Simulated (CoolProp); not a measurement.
n-undecane along the isobar 0.619 MPa: density (kg/m³) from the reference equation and from simpler models built on Tc = 365.7 °C, pc = 1.990 MPa, ω = 0.539; each cubic takes its own stable root.

The numbers come from the reference Helmholtz-energy equation of state, Aleksandrov 2011 in CoolProp. It is a short technical equation, of lower accuracy than the large ones.

| T (°C) | phase | reference | Redlich-Kwong | Peng-Robinson |
|---|---|---|---|---|
| 158.35 | liquid | 633.1 | 499.6 | 608.4 |
| 171.75 | liquid | 621.8 | 489.2 | 598.2 |
| 185.25 | liquid | 610.1 | 478.2 | 587.1 |
| 198.75 | liquid | 598.0 | 466.5 | 575.3 |
| 212.15 | liquid | 585.5 | 454.2 | 562.6 |
| 225.65 | liquid | 572.4 | 441.0 | 548.6 |
| 239.15 | liquid | ___ | 426.8 | ___ |
| 252.55 | liquid | 544.1 | 411.4 | 516.8 |
| 266.05 | liquid | 528.3 | 27.09 | 498.1 |
| 279.55 | liquid | 511.2 | 25.87 | 476.9 |
| 292.95 | gas | 26.66 | 24.80 | 25.94 |
| 306.45 | gas | 25.19 | 23.84 | ___ |
| 319.95 | gas | 23.97 | 22.98 | 23.65 |
| 333.35 | gas | 22.94 | 22.20 | 22.72 |
| 346.85 | gas | 22.04 | 21.48 | 21.88 |

Problem. Fill in the missing entries.

Solution. 
- 239.15, reference: 558.6
- 239.15, Peng-Robinson: 533.4
- 306.45, Peng-Robinson: 24.72

At some of these states Redlich-Kwong gives the other phase, because its saturation line lies elsewhere.
